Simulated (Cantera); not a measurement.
Charge: 1 mol SiF4, 1.2 mol NH3, 7.2 mol N2, held at 700 K and 10.0 mbar.

Method: chemical equilibrium by Gibbs-energy minimisation in Cantera with the NASA 1993 tables (ideal gas, pure condensed phases). Candidate condensed phases: Si, Si3N4; 37 gas species. The numbers say what is thermodynamically allowed, not how fast it happens.

Base state: N2 0.736, H2 0.170, SiF4 0.0943, HF 1.30e-5 (mole fractions); condensed: gas only.

**Question.** What changes in the equilibrium state with this change: NH3 from 1.2 to 0.26 mol?

**Answer.** 
| species | before | after |
|---|---|---|
| N2 | 0.736 | 0.841 |
| SiF4 | 0.0943 | 0.115 |
| H2 | 0.170 | 0.0447 |
| HF | 1.30e-5 | 7.16e-6 |
